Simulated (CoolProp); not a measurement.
Vapour-liquid equilibrium of benzene (1) + toluene (2) at 0.109 MPa; x and y are mole fractions of (1).

Values from CoolProp's multi-fluid Helmholtz-energy mixture model, Thol 2012 and Lemmon 2006; pair parameters Bell 2016.

**Question.** Give the bubble temperature and the first vapour's composition at x = 0.05, 0.65, 0.85. Is there an azeotrope?

**Answer.** x = 0.05: 111.0 °C, y = 0.105; x = 0.65: 90.6 °C, y = 0.818; x = 0.85: 85.7 °C, y = 0.933. No azeotrope shows between x = 0.05 and 0.95.

The pair parameters rest on a limited set of measurements; away from them the model extrapolates.
